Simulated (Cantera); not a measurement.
Feed: 1 mol SiH4, 43 mol N2, equilibrated at 20.0 Pa.

Method: chemical equilibrium by Gibbs-energy minimisation in Cantera with the NASA 1993 tables (ideal gas, pure condensed phases). Candidate condensed phases: Si, Si3N4; 18 gas species. N2 is the only nitrogen source here; it is nearly inert below about 1500 K, so the nitride shown seldom forms there in practice. Equilibrium is a limit: real reactors are often held back by kinetics, nucleation or transport. All values below are at 1300 K.

Base state: N2 0.955, H2 0.0451, H 1.66e-5 (mole fractions); condensed: Si3N4(s).

Question: What changes in the equilibrium state with this change: SiH4 replaced by SiH2Cl2?

Answer: 
| species | before | after |
|---|---|---|
| N2 | 0.955 | 0.955 |
| HCl | 0 | 0.0304 |
| H2 | 0.0451 | 0.00724 |
| SiCl2 | 0 | 0.00645 |
| SiCl3 | 0 | 0.000362 |
| SiCl4 | 0 | 0.000120 |
| Cl | 0 | 2.36e-5 |
| Si3N4(s), mol | 0.333 | 0.230 |
The tables' values for SiCl3 are old estimates; treat these amounts as uncertain. Further candidate phases: NH4Cl.
